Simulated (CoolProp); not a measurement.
Saturation properties of decamethylcyclopentasiloxane (D5).

Model: reference Helmholtz-energy equation of state, Thol 2019, in CoolProp.

```json
[
 {"T (°C)": "165.95", "p (MPa)": "0.03062", "enthalpy of vaporisation (kJ/kg)": "125.5", "liquid cp (kJ/(kg K))": "1.915", "surface tension (mN/m)": "8.25"},
 {"T (°C)": "173.65", "p (MPa)": "0.03845", "enthalpy of vaporisation (kJ/kg)": "122.9", "liquid cp (kJ/(kg K))": "1.929", "surface tension (mN/m)": "7.77"},
 {"T (°C)": "181.35", "p (MPa)": "0.04779", "enthalpy of vaporisation (kJ/kg)": "120.3", "liquid cp (kJ/(kg K))": "1.943", "surface tension (mN/m)": "7.31"},
 {"T (°C)": "188.95", "p (MPa)": "0.05867", "enthalpy of vaporisation (kJ/kg)": "117.7", "liquid cp (kJ/(kg K))": "1.957", "surface tension (mN/m)": "6.85"},
 {"T (°C)": "196.65", "p (MPa)": "0.07159", "enthalpy of vaporisation (kJ/kg)": "115.0", "liquid cp (kJ/(kg K))": "1.972", "surface tension (mN/m)": "6.40"},
 {"T (°C)": "204.35", "p (MPa)": "0.08661", "enthalpy of vaporisation (kJ/kg)": "112.3", "liquid cp (kJ/(kg K))": "1.986", "surface tension (mN/m)": "5.96"},
 {"T (°C)": "212.05", "p (MPa)": "0.1040", "enthalpy of vaporisation (kJ/kg)": "109.6", "liquid cp (kJ/(kg K))": "2.001", "surface tension (mN/m)": "5.52"},
 {"T (°C)": "219.65", "p (MPa)": "0.1236", "enthalpy of vaporisation (kJ/kg)": "106.8", "liquid cp (kJ/(kg K))": "2.017", "surface tension (mN/m)": "5.10"},
 {"T (°C)": "227.35", "p (MPa)": "0.1463", "enthalpy of vaporisation (kJ/kg)": "103.9", "liquid cp (kJ/(kg K))": "2.033", "surface tension (mN/m)": "4.68"},
 {"T (°C)": "235.05", "p (MPa)": "0.1720", "enthalpy of vaporisation (kJ/kg)": "100.9", "liquid cp (kJ/(kg K))": "2.049", "surface tension (mN/m)": "4.28"},
 {"T (°C)": "242.75", "p (MPa)": "0.2011", "enthalpy of vaporisation (kJ/kg)": "97.84", "liquid cp (kJ/(kg K))": "2.067", "surface tension (mN/m)": "3.88"},
 {"T (°C)": "250.35", "p (MPa)": "0.2333", "enthalpy of vaporisation (kJ/kg)": "94.70", "liquid cp (kJ/(kg K))": "2.085", "surface tension (mN/m)": "3.50"},
 {"T (°C)": "258.05", "p (MPa)": "0.2698", "enthalpy of vaporisation (kJ/kg)": "91.38", "liquid cp (kJ/(kg K))": "2.105", "surface tension (mN/m)": "3.12"},
 {"T (°C)": "265.75", "p (MPa)": "0.3104", "enthalpy of vaporisation (kJ/kg)": "87.92", "liquid cp (kJ/(kg K))": "2.126", "surface tension (mN/m)": "2.75"},
 {"T (°C)": "273.45", "p (MPa)": "0.3556", "enthalpy of vaporisation (kJ/kg)": "84.26", "liquid cp (kJ/(kg K))": "2.150", "surface tension (mN/m)": "2.40"}
]
```

It boils at 210.9 °C under 1 atm.

Surface tension comes from a separate correlation (Mulero 2014), older than this fluid's equation and unchecked against measurements.
